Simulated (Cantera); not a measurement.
## Thermodynamics of nitride etching, feed Si₃N₄ + H₂O + H₂ + HF

A closed system holds: 1 mol Si₃N₄, 0.62 mol H₂O, 0.9 mol H₂, 16 mol HF, held at 100 Torr.

Equilibrium computed with Cantera from the NASA thermochemical tables; the gas is ideal and each condensed phase is pure. Candidate condensed phases: H₂O, Si, SiO₂, Si₂N₂O, Si₃N₄; 58 gas species. The tables' values for SiF₃ are old estimates; treat these amounts as uncertain. The tables hold silica as quartz up to 1696 K and as liquid above; real silica turns to tridymite and cristobalite and melts near 1996 K. Kinetics and transport are ignored.

```tsv
T (K)	x H₂	x HF	x SiF₄	x N₂	x H₂O	n SiO₂(β-quartz)
950	0.418	0.242	0.182	0.121	0.0375	0
1000	0.418	0.242	0.182	0.121	0.0375	0
1050	0.418	0.242	0.182	0.121	0.0375	0
1100	0.418	0.242	0.182	0.121	0.0375	0
1150	0.418	0.242	0.182	0.121	0.0375	0
1200	0.417	0.244	0.181	0.121	0.0367	0.00654
1250	0.417	0.252	0.178	0.121	0.0319	0.0454
1300	0.416	0.260	0.176	0.120	0.0279	0.0787
```
x: gas mole fraction; n: condensed amount in mol.

From 950 K to 1150 K nothing is condensed. From 1200 K to 1300 K the condensed part is SiO₂(β-quartz). The main Si-bearing gas is SiF₄ throughout.
